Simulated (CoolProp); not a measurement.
R134a at 293.15 K and 5.65 MPa flows at 2.3 m/s in a round tube of 25 mm bore and 1.5 µm roughness, fully developed (64/Re and Nu = 3.66 if laminar; Colebrook and Gnielinski if turbulent). Each further row changes one setting.

The numbers come from the reference Helmholtz-energy equation of state, Tillner-Roth 1994 in CoolProp.

```json
[
 {"case": "as stated", "Reynolds number": "319000", "Darcy friction factor": "0.0149", "pressure drop (Pa/m)": "1970", "heat-transfer coefficient (W/(m² K))": "4230", "mass flow (kg/h)": "5080"},
 {"case": "velocity 4.6 m/s", "Reynolds number": "639000", "Darcy friction factor": "0.0135", "pressure drop (Pa/m)": "7150", "heat-transfer coefficient (W/(m² K))": "7840", "mass flow (kg/h)": "10200"},
 {"case": "diameter 50 mm", "Reynolds number": "639000", "Darcy friction factor": "0.0131", "pressure drop (Pa/m)": "865", "heat-transfer coefficient (W/(m² K))": "3820", "mass flow (kg/h)": "20300"}
]
```

Viscosity comes from a separate model (Huber 2003), an estimate that may be off by 10 % or more. Thermal conductivity comes from a separate model (McLinden 2000), an estimate that may be off by 10 % or more.
